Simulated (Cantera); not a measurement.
What does this Cantera script print?

```python
import numpy as np
import cantera as ct

gas_names = [...]  # 76 gases of nasa_gas.yaml made of C, H
cond_names = """
    C(gr) C6H6(L) C7H8(L) C8H18(L),n-octa
""".split()


# ... load() reads the species with a 1 bar reference pressure and builds the phases ...
atoms = {
    'C6H6': {'C': 6, 'H': 6},
    'H2': {'H': 2},
}
top_T = {'C(gr)': 4500}  # K; cautious upper limits of use, not melting points


# ... equilibrate(T, P, feed) seeds the gas with the atoms and calls Mixture.equilibrate('TP', solver="vcs", rtol=1e-11, max_steps=5000) ...
results = []
feed = {'C6H6': 1, 'H2': 4.9}  # mol
T = 2423.15  # K
for P in [10, 100, 1000, 10000, 100000, 1000000, 10000000]:
    mix = equilibrate(T, P, feed)
    results.append((T, P, feed, dict(zip(mix.species_names, mix.species_moles))))
    x = sorted(zip(gas.X, gas.species_names), reverse=True)
    print(f"T = {T:g} K  P = {P:g} Pa  gas = {mix.phase_moles(0):.4g} mol")
    print("   x: " + "  ".join(f"{s} {v:.3e}" for v, s in x if v > 0.001))
    print("   condensed (mol): " + ("  ".join(f"{mix.phase(i).name} {mix.phase_moles(i):.4g}"
          for i in range(1, mix.n_phases) if mix.phase_moles(i) > 1e-12) or "none"))
```

Result:

```
T = 2423.15 K  P = 10 Pa  gas = 13.16 mol
   x: H 7.951e-01  H2 2.008e-01  C2H2,acetylene 1.555e-03  C3 1.446e-03
   condensed (mol): C(gr) 5.881
T = 2423.15 K  P = 100 Pa  gas = 10.03 mol
   x: H2 5.711e-01  H 4.240e-01  C2H2,acetylene 4.422e-03
   condensed (mol): C(gr) 5.901
T = 2423.15 K  P = 1000 Pa  gas = 8.596 mol
   x: H2 8.316e-01  H 1.618e-01  C2H2,acetylene 6.440e-03
   condensed (mol): C(gr) 5.887
T = 2423.15 K  P = 10000 Pa  gas = 8.121 mol
   x: H2 9.383e-01  H 5.435e-02  C2H2,acetylene 7.266e-03
   condensed (mol): C(gr) 5.88
T = 2423.15 K  P = 100000 Pa  gas = 7.968 mol
   x: H2 9.747e-01  H 1.752e-02  C2H2,acetylene 7.547e-03
   condensed (mol): C(gr) 5.877
T = 2423.15 K  P = 1e+06 Pa  gas = 7.908 mol
   x: H2 9.849e-01  C2H2,acetylene 7.626e-03  H 5.568e-03  CH4 1.655e-03
   condensed (mol): C(gr) 5.863
T = 2423.15 K  P = 1e+07 Pa  gas = 7.773 mol
   x: H2 9.732e-01  CH4 1.616e-02  C2H2,acetylene 7.536e-03  H 1.750e-03
   condensed (mol): C(gr) 5.74
```

Method: chemical equilibrium by Gibbs-energy minimisation in Cantera with the NASA 1993 tables (ideal gas, pure condensed phases). The ideal-gas law is rough above about 30 bar.
